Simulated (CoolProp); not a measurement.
Model: reference Helmholtz-energy equation of state, Lemmon 2003, in CoolProp. It is a pseudo-pure fit of the blend.

### Question
For R407C, give the phase and the density (kg/m³), expansivity (1/kK), viscosity (µPa s), fugacity coefficient at 232.4 K and 0.669 MPa; 383.4 K and 7.44 MPa.

### Answer
- 232.4 K and 0.669 MPa: liquid; density 1370, expansivity 2.25, viscosity 350, fugacity coefficient 0.144
- 383.4 K and 7.44 MPa: supercritical; density 572, expansivity 27.8, viscosity 44.8, fugacity coefficient 0.572

Viscosity comes from a separate model (Geller 2000).
